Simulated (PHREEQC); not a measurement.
Dissolve 0.0067 mol/kgw ZnSO4 and 0.23 mol/kgw (CH3)4NF at 70 °C. Closed to the air; pH follows from the charge balance.

The numbers come from PHREEQC with the ion-association model, wateq4f.dat.

```tsv
quantity	before	after
pH	6.84	7.84
ionic strength (mol/kgw)	0.248	0.250
SO4-2 (mol/kgw)	0.00634	0.00670
HF2- (mol/kgw)	7.77e-5	8.10e-6
HF (mol/kgw)	7.41e-5	7.60e-6
HSO4- (mol/kgw)	9.61e-8	1.02e-8
```

Q: Name the change that produced these shifts.
(A) 0.16 mol/kgw KF added
(B) ZnSO4 replaced by Cs2SO4 at the same molality
(C) (CH3)4NF from 0.23 to 0.115 mol/kgw
(D) ZnSO4 from 0.0067 to 0.0335 mol/kgw
(E) diluted 2-fold with water

A: B, ZnSO4 replaced by Cs2SO4 at the same molality

This is a speciation only: nothing precipitates in the calculation. Some of these states are supersaturated (in Zincite(c) (slow to form), for instance). (CH3)4N+ isn't in the database: it is added as a free cation with an ion size of 4 Å. Away from 25 °C the constants follow the database's enthalpies or fits; those with neither stay at their 25 °C values.
